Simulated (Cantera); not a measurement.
NO annealing gas

An isothermal, constant-pressure homogeneous reactor starts with 53.2 % NO, 46.8 % N2, at 1575 K and 1.01 bar.

Cantera simulation using GRI-Mech 3.0 (53 species, 325 reactions); the numbers are that mechanism's predictions, not measurements.

```json
[
 {"t (s)": "2.00e-6", "x NO": "0.532", "x NO2": "1.30e-9", "x O2": "<1e-12", "x N2": "0.468", "x N2O": "1.32e-8", "x O": "1.19e-8"},
 {"t (s)": "1.18e-5", "x NO": "0.532", "x NO2": "3.32e-8", "x O2": "1.94e-11", "x N2": "0.468", "x N2O": "7.79e-8", "x O": "4.48e-8"},
 {"t (s)": "6.93e-5", "x NO": "0.532", "x NO2": "3.96e-7", "x O2": "2.55e-10", "x N2": "0.468", "x N2O": "4.58e-7", "x O": "6.41e-8"},
 {"t (s)": "0.000408", "x NO": "0.532", "x NO2": "2.66e-6", "x O2": "2.79e-9", "x N2": "0.468", "x N2O": "2.67e-6", "x O": "7.03e-8"},
 {"t (s)": "0.00240", "x NO": "0.532", "x NO2": "1.69e-5", "x O2": "7.26e-8", "x N2": "0.468", "x N2O": "1.47e-5", "x O": "1.08e-7"},
 {"t (s)": "0.0141", "x NO": "0.532", "x NO2": "0.000113", "x O2": "6.36e-6", "x N2": "0.468", "x N2O": "6.12e-5", "x O": "3.31e-7"},
 {"t (s)": "0.0833", "x NO": "0.531", "x NO2": "0.000302", "x O2": "0.000351", "x N2": "0.469", "x N2O": "0.000101", "x O": "7.09e-7"},
 {"t (s)": "0.490", "x NO": "0.525", "x NO2": "0.000389", "x O2": "0.00298", "x N2": "0.471", "x N2O": "9.90e-5", "x O": "9.04e-7"},
 {"t (s)": "2.89", "x NO": "0.496", "x NO2": "0.000666", "x O2": "0.0176", "x N2": "0.486", "x N2O": "8.77e-5", "x O": "1.58e-6"},
 {"t (s)": "17.0", "x NO": "0.371", "x NO2": "0.000996", "x O2": "0.0795", "x N2": "0.548", "x N2O": "4.87e-5", "x O": "3.09e-6"},
 {"t (s)": "100", "x NO": "0.145", "x NO2": "0.000601", "x O2": "0.193", "x N2": "0.662", "x N2O": "7.41e-6", "x O": "4.72e-6"}
]
```
x: mole fraction; the columns are a selection and need not sum to one.

Equilibrium at this temperature and pressure: NO 0.00189, NO2 9.18e-6, O2 0.265, N2 0.733, N2O 1.10e-7, O 5.51e-6 (gas phase only).
